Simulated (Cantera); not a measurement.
Charge: 1 mol Fe₂O₃, 0.84 mol C, 3 mol N₂, equilibrated at 1.00 bar.

Cantera equilibrium calculation (NASA polynomials, part measured and part estimated; ideal gas, pure solids and liquids). Candidate condensed phases: C, Fe, Fe(CO)₅, FeO, Fe₂O₃, Fe₃O₄; 27 gas species. The tables' stoichiometric FeO is somewhat more stable than real wüstite, so its field is too wide. FeO: taken at fixed stoichiometry. The numbers say what is thermodynamically allowed, not how fast it happens. All values below are at 1627 °C.

Base state: N₂ 0.781, CO 0.177, CO₂ 0.0417, Fe 5.19e-5 (mole fractions); condensed: FeO(l).

Task: What changes in the equilibrium state with this change: pressure from 1.00 bar to 1.70 mbar?

Result: 
| species | before | after |
|---|---|---|
| N₂ | 0.781 | 0.766 |
| CO | 0.177 | 0.155 |
| CO₂ | 0.0417 | 0.0595 |
| Fe | 5.19e-5 | 0.0188 |
| O₂ | 1.67e-8 | 2.60e-5 |
| O | 3.85e-8 | 3.69e-5 |
| FeO | 7.97e-7 | 0.000469 |
| NO | 1.61e-6 | 6.29e-5 |
| FeO(l), mol | 2.00 | 1.92 |
